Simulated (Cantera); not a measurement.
What does this Cantera script print?

```python
import numpy as np
import cantera as ct

gas_names = """
    N NO NO2 NO3 N2 N2O O O2 O3 Zr ZrN ZrO ZrO2
""".split()
cond_names = """
    Zr(a) Zr(b) Zr(L) ZrN(s) ZrN(L) ZrO2(a) ZrO2(b) ZrO2(L)
""".split()


# ... load() reads the species with a 1 bar reference pressure and builds the phases ...
atoms = {
    'Zr': {'Zr': 1},
    'O2': {'O': 2},
    'N2': {'N': 2},
}
top_T = {}  # K; cautious upper limits of use, not melting points


# ... equilibrate(T, P, feed) seeds the gas with the atoms and calls Mixture.equilibrate('TP', solver="vcs", rtol=1e-11, max_steps=5000) ...
results = []
feed = {'Zr': 1, 'O2': 3.7, 'N2': 55}  # mol
P = 13332.2  # Pa
for T in [1173, 1323, 1473, 1623, 1773, 1923, 2073, 2223, 2373, 2523, 2673, 2823]:
    mix = equilibrate(T, P, feed)
    results.append((T, P, feed, dict(zip(mix.species_names, mix.species_moles))))

top = {s: max(r[3][s] / sum(r[3][g] for g in gas_names) for r in results) for s in gas_names}
cols = sorted((s for s in top if top[s] > 0.001), key=lambda s: -top[s])[:6]
seen = [c for c in cond_names if any(r[3].get(c, 0) > 1e-12 for r in results)]
print("log10 of partial pressures in bar; condensed amounts in mol")
print(f"{'T/K':>10s}" + "".join(f"{s[:9]:>10s}" for s in cols + seen))
for T, P, feed, n in results:
    ng = sum(n[g] for g in gas_names)
    print(f"{T:10.4g}" + "".join(f"{np.log10(max(n[s] / ng * P / 1e5, 1e-99)):10.3f}" for s in cols)
          + "".join(f"{n.get(c, 0):10.4g}" for c in seen))
```

Output:

```
log10 of partial pressures in bar; condensed amounts in mol
       T/K        N2        O2         O        NO   ZrO2(a)   ZrO2(b)
      1173    -0.896    -2.205    -8.957    -4.960         1         0
      1323    -0.896    -2.206    -7.678    -4.499         1         0
      1473    -0.896    -2.208    -6.658    -4.132         1         0
      1623    -0.896    -2.210    -5.826    -3.833         0         1
      1773    -0.896    -2.214    -5.135    -3.586         0         1
      1923    -0.897    -2.221    -4.552    -3.380         0         1
      2073    -0.897    -2.231    -4.055    -3.205         0         1
      2223    -0.898    -2.246    -3.628    -3.057         0         1
      2373    -0.899    -2.270    -3.260    -2.934         0         1
      2523    -0.900    -2.309    -2.944    -2.835         0    0.9998
      2673    -0.902    -2.370    -2.677    -2.760         0    0.9983
      2823    -0.905    -2.463    -2.458    -2.714         0    0.9896
```

Cantera equilibrium calculation (NASA polynomials, part measured and part estimated; ideal gas, pure solids and liquids).
